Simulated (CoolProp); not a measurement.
Vapour pressure (MPa) of ammonia: the reference equation beside estimates from Tc = 405.6 K, pc = 11.36 MPa, ω = 0.256. Clausius-Clapeyron is anchored at 300.4 K with a constant enthalpy of vaporisation of 19.69 kJ/mol.

Computed with CoolProp (reference Helmholtz-energy equation of state, Gao 2020).

```csv
T (K),reference,Lee-Kesler,Clausius-Clapeyron,van der Waals,Redlich-Kwong,Soave-Redlich-Kwong,Peng-Robinson
221.9,0.03785,0.03494,0.06602,0.5674,0.08237,0.03557,0.03724
237.6,0.09046,0.08601,0.1336,0.8590,0.1803,0.08694,0.08938
253.3,0.1913,0.1861,0.2479,1.240,0.3504,0.1870,0.1896
269,0.3666,0.3626,0.4279,1.720,0.6198,0.3630,0.3643
284.7,0.6484,0.6487,0.6954,2.311,1.018,0.6483,0.6459
300.4,1.074,1.082,1.074,3.021,1.573,1.082,1.072
316.1,1.686,1.702,1.589,3.857,2.315,1.707,1.686
331.8,2.529,2.552,2.265,4.828,3.270,2.569,2.536
347.5,3.656,3.681,3.127,5.940,4.466,3.720,3.672
363.2,5.122,5.144,4.199,7.198,5.926,5.211,5.152
378.9,6.992,7.008,5.501,8.608,7.675,7.096,7.037
394.5,9.333,9.347,7.044,10.16,9.718,9.417,9.379
```

Absolute difference from the reference over all 12 rows, mean and median: Lee-Kesler 1.7 and 0.8 %, Clausius-Clapeyron 22.5 and 17.4 %, van der Waals 329.9 and 155.0 %, Redlich-Kwong 49.2 and 41.9 %, Soave-Redlich-Kwong 1.9 and 1.5 %, Peng-Robinson 0.6 and 0.5 %.
